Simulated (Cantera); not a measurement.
An isothermal, constant-pressure homogeneous reactor starts with NO : N₂ = 1 : 0.46 (molar parts), at 1725 K and 1.28 atm.

Computed with Cantera and GRI-Mech 3.0 (53 species, 325 reactions).

One state of this run: x NO = 0.666; x O₂ = 0.00901; x NO₂ = 0.000595; x O = 6.65e-6; x N₂ = 0.324; x N₂O = 0.000180. x: mole fraction; the columns are a selection and need not sum to one.

Which value of t (s) does it belong to?
A. 0.00707
B. 0.595
C. 8.41e-5
D. 0.136

D, 0.136
